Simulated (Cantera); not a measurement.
Input (Python, Cantera):

```python
import numpy as np
import cantera as ct

gas = ct.Solution("gri30.yaml", transport_model="multicomponent")
show = ['H2O', 'NH3', 'N2']

rows = []
print(f"{'T/K':>7s}{'rho':>11s}{'cp':>10s}{'mu':>11s}{'lambda':>11s}{'Pr':>7s}" + "".join(f"{'D_' + s:>11s}" for s in show))
for T in [400, 550, 700, 850, 1000, 1150, 1300, 1450]:
    gas.TPX = T, 11, {'CO2': 0.95, 'O2': 0.32}
    Pr = gas.cp_mass * gas.viscosity / gas.thermal_conductivity
    D = [gas.mix_diff_coeffs_mole[gas.species_index(s)] for s in show]
    rows.append([gas.density, gas.cp_mass, gas.viscosity, gas.thermal_conductivity, Pr, *D])
    print(f"{T:7g}{gas.density:11.4e}{gas.cp_mass:10.1f}{gas.viscosity:11.4e}"
          f"{gas.thermal_conductivity:11.4e}{Pr:7.3f}" + "".join(f"{d:11.4e}" for d in D))
print("SI units: kg/m3, J/kg/K, Pa s, W/m/K, m2/s")
```

Result:

```
    T/K        rho        cp         mu     lambda     Pr      D_H2O      D_NH3       D_N2
    400 1.3555e-04     938.6 2.0901e-05 2.7137e-02  0.723 2.8386e-01 2.7741e-01 2.6041e-01
    550 9.8581e-05    1034.9 2.7205e-05 3.8750e-02  0.727 5.2784e-01 5.1118e-01 4.5551e-01
    700 7.7457e-05    1108.0 3.2767e-05 4.9863e-02  0.728 8.3235e-01 8.0045e-01 6.8981e-01
    850 6.3788e-05    1162.8 3.7803e-05 6.0321e-02  0.729 1.1904e+00 1.1389e+00 9.5971e-01
   1000 5.4220e-05    1206.0 4.2446e-05 7.0219e-02  0.729 1.5971e+00 1.5220e+00 1.2626e+00
   1150 4.7148e-05    1237.7 4.6782e-05 7.9443e-02  0.729 2.0485e+00 1.9464e+00 1.5967e+00
   1300 4.1708e-05    1263.6 5.0873e-05 8.8231e-02  0.729 2.5418e+00 2.4096e+00 1.9603e+00
   1450 3.7393e-05    1284.6 5.4763e-05 9.6609e-02  0.728 3.0746e+00 2.9093e+00 2.3521e+00
SI units: kg/m3, J/kg/K, Pa s, W/m/K, m2/s
```

Computed with Cantera and GRI-Mech 3.0 (53 species, 325 reactions).
